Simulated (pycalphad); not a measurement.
Source of the numbers: pycalphad with the COST 507 light-alloy database (1999); pressure 1 atm. The data set is of 1999 and partly superseded. Amounts are mole fractions of atoms.

Problem. Give the equilibrium state of Al-2.14Si-1.73C (at.%) at 1252 °C.

Solution. 
```
T = 1525.00 K, P = 101325 Pa, N = 1 mol of atoms
G = -85692 J/mol, H = 46122 J/mol, S = 86.44 J/(mol K)  (SER reference)
chemical potentials (J/mol): Al -85383, Si -113957, C -67886
phase             fraction      x(Al)      x(Si)       x(C)
LIQUID              0.9600     0.9776     0.0223   0.000164
AL4C3               0.0400     0.5705   0.000932     0.4286
```

Problem. Give the equilibrium state of Al-2.14Si-1.73C (at.%) at 777 °C.

Solution. 
```
T = 1050.00 K, P = 101325 Pa, N = 1 mol of atoms
G = -47260 J/mol, H = 31037 J/mol, S = 74.57 J/(mol K)  (SER reference)
chemical potentials (J/mol): Al -46572, Si -60127, C -69589
phase             fraction      x(Al)      x(Si)       x(C)
LIQUID              0.9605     0.9803     0.0197   2.28e-08
AL8SIC7             0.0395     0.5000     0.0625     0.4375
```

Database names, with the compositions (at.%) that they take in these runs: AL4C3: Al 57 C 43; AL8SIC7: Al 50 C 44 Si 6.
